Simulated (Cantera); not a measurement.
Input: 1 mol SiCl4, 7.6 mol N2, equilibrated at 1325 K and 7.50 Torr.

Equilibrium computed with Cantera from the NASA thermochemical tables; the gas is ideal and each condensed phase is pure. Candidate condensed phases: Si, Si3N4; 13 gas species. The tables' values for SiCl3 are old estimates; treat these amounts as uncertain. Kinetics and transport are ignored.

Q: What is the equilibrium state?

A: 
| Item | Value |
|---|---|
| x(N2) | 0.883 |
| x(SiCl4) | 0.116 |
| x(Cl) | 0.000572 |
| x(SiCl3) | 0.000569 |
| x(SiCl2) | 1.52e-5 |
| x(Cl2) | 1.37e-5 |
| gas amount | 8.605 mol |
| log10 activity of Si(s) (absent) | -8.50 |
